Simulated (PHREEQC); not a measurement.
# Spent oxide etchant: an equilibrium model

Consider water at 25 °C with 1.6 mmol/kgw HF, 0.4 mmol/kgw (NH4)2SiF6 and 52 mmol/kgw HBF4. Closed to the air; pH follows from the charge balance.

The numbers come from PHREEQC with the ion-association model, phreeqc.dat.

Each row changes one thing in this solution. Precipitation was switched off in this run.

| case | pH | ionic strength (mol/kgw) | BF4- (mol/kgw) | HF (mol/kgw) | H3BO3 (mol/kgw) | BF3OH- (mol/kgw) | SI of Quartz (SiO2) |
|---|---|---|---|---|---|---|---|
| as made | 1.37 | 0.0513 | 0.0482 | 0.0118 | 0.00216 | 0.00148 | -2.08 |
| HF from 0.0016 to 0.016 mol/kgw | 1.35 | 0.0532 | 0.0505 | 0.0184 | 0.000400 | 0.000999 | -3.21 |
| 0.00062 mol/kgw NaHF2 added | 1.37 | 0.0515 | 0.0485 | 0.0121 | 0.00194 | 0.00145 | -2.16 |
| diluted 100-fold with water | 3.06 | 0.000912 | 2.88e-5 | 0.00108 | 0.000469 | 9.78e-6 | -1.54 |
| temperature from 25 to 80 °C | 1.41 | 0.0471 | 0.0437 | 0.0290 | 0.00604 | 0.00172 | -0.67 |
| temperature from 25 to 55 °C | 1.39 | 0.0496 | 0.0462 | 0.0190 | 0.00382 | 0.00162 | -1.22 |
| HF from 0.0016 to 0.00176 mol/kgw | 1.37 | 0.0513 | 0.0482 | 0.0118 | 0.00213 | 0.00148 | -2.09 |
| temperature from 25 to 90 °C | 1.43 | 0.0457 | 0.0423 | 0.0344 | 0.00722 | 0.00176 | -0.54 |

Away from 25 °C the constants follow the database's enthalpies or fits; those with neither stay at their 25 °C values. SiF6-2 is the database's only silicon fluoride. Real BF4- forms and hydrolyses slowly; the run takes it at equilibrium.
